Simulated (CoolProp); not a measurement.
A Linde-Hampson liquefier for carbon monoxide: isothermal reversible compression at 200 K from 1 atm to 10 MPa, throttling to 1 atm, return gas leaving the recuperator 10 K below the feed. Each further row changes one setting.

Computed with CoolProp (reference Helmholtz-energy equation of state, Lemmon 2006). It is a short technical equation, of lower accuracy than the large ones.

| case | liquid yield per pass | compression work (kJ/kg of gas) |
|---|---|---|
| as stated | ___ | 259 |
| high pressure 20 MPa | 0.234 | ___ |
| warm-end temperature 230 K | 0.084 | 305 |
| warm-end gap 15 K | ___ | 259 |

**Question.** Fill in the missing entries.

**Answer.** 
- as stated, liquid yield per pass: 0.140
- high pressure 20 MPa, compression work (kJ/kg of gas): 293
- warm-end gap 15 K, liquid yield per pass: 0.126
